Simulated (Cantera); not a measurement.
Charge: 1 mol B, 4.4 mol NH3, 0.34 mol N2, equilibrated at 2075 K.

Equilibrium computed with Cantera from the NASA thermochemical tables; the gas is ideal and each condensed phase is pure. Candidate condensed phases: B, BN; 15 gas species. The tables' values for BH2 are old estimates; treat these amounts as uncertain. Kinetics and transport are ignored.

x: gas mole fraction; n: condensed amount in mol.

```json
[
 {"P (Pa)": "10", "x H2": "0.549", "x N2": "0.249", "x H": "0.197", "x B": "?", "x BH2": "0.000389", "x BH": "5.77e-5", "n B(s)": "0.950", "n BN(s)": "0"},
 {"P (Pa)": "28", "x H2": "0.613", "x N2": "0.260", "x H": "0.125", "x B": "?", "x BH2": "0.000434", "x BH": "3.65e-5", "n B(s)": "0.980", "n BN(s)": "0"},
 {"P (Pa)": "77", "x H2": "0.654", "x N2": "0.267", "x H": "0.0776", "x B": "?", "x BH2": "0.000464", "x BH": "2.27e-5", "n B(s)": "0.990", "n BN(s)": "0"},
 {"P (Pa)": "220", "x H2": "0.721", "x N2": "0.231", "x H": "0.0482", "x B": "?", "x BH2": "0.000422", "x BH": "1.16e-5", "n B(s)": "0", "n BN(s)": "0.995"},
 {"P (Pa)": "600", "x H2": "0.737", "x N2": "0.233", "x H": "0.0295", "x B": "?", "x BH2": "0.000260", "x BH": "4.30e-6", "n B(s)": "0", "n BN(s)": "0.997"},
 {"P (Pa)": "1700", "x H2": "0.748", "x N2": "0.234", "x H": "0.0177", "x B": "?", "x BH2": "0.000156", "x BH": "1.52e-6", "n B(s)": "0", "n BN(s)": "0.999"},
 {"P (Pa)": "4600", "x H2": "0.754", "x N2": "0.235", "x H": "0.0108", "x B": "?", "x BH2": "9.56e-5", "x BH": "5.65e-7", "n B(s)": "0", "n BN(s)": "0.999"},
 {"P (Pa)": "13000", "x H2": "0.758", "x N2": "0.235", "x H": "0.00643", "x B": "?", "x BH2": "5.71e-5", "x BH": "2.00e-7", "n B(s)": "0", "n BN(s)": "0.999"},
 {"P (Pa)": "36000", "x H2": "0.760", "x N2": "0.236", "x H": "0.00387", "x B": "?", "x BH2": "3.44e-5", "x BH": "7.23e-8", "n B(s)": "0", "n BN(s)": "1.000"},
 {"P (Pa)": "100000", "x H2": "0.762", "x N2": "0.236", "x H": "0.00232", "x B": "?", "x BH2": "2.07e-5", "x BH": "2.61e-8", "n B(s)": "0", "n BN(s)": "1.000"}
]
```

Complete the blanks.


- 10, x B: 0.00444
- 28, x B: 0.00158
- 77, x B: 0.000576
- 220, x B: 0.000167
- 600, x B: 3.68e-5
- 1700, x B: 7.70e-6
- 4600, x B: 1.73e-6
- 13000, x B: 3.63e-7
- 36000, x B: 7.87e-8
- 100000, x B: 1.70e-8
